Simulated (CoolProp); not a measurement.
Vapour-liquid equilibrium of toluene (1) + o-xylene (2) at 0.0351 MPa; x and y are mole fractions of (1).

The numbers come from the multi-fluid Helmholtz-energy mixture model, Lemmon 2006 and Zhou 2012; pair parameters Bell 2016 in CoolProp.

| x | bubble temperature (K) | y at the bubble point | dew temperature at overall composition x (K) | liquid density (mol/L) |
|---|---|---|---|---|
| 0.05 | 379.1 | 0.121 | 380.5 | 7.629 |
| 0.15 | 374.6 | 0.323 | 378.5 | 7.755 |
| 0.25 | 370.5 | 0.482 | 376.3 | 7.879 |
| 0.35 | 366.8 | 0.607 | 373.9 | 8.003 |
| 0.45 | 363.5 | 0.705 | 371.4 | 8.126 |
| 0.55 | 360.5 | 0.783 | 368.5 | 8.250 |
| 0.65 | 357.8 | 0.846 | 365.4 | 8.374 |
| 0.75 | 355.4 | 0.899 | 361.8 | 8.499 |
| 0.85 | 353.2 | 0.944 | 357.7 | 8.625 |
| 0.95 | 351.2 | 0.982 | 352.9 | 8.754 |

No azeotrope shows between x = 0.05 and 0.95.

Pair parameters are fitted to limited data, so mixtures are less certain than the pure fluids. The gap from Raoult's law changes sign with composition, which may be real or a fault of the pair parameters; it wasn't checked against measurements.
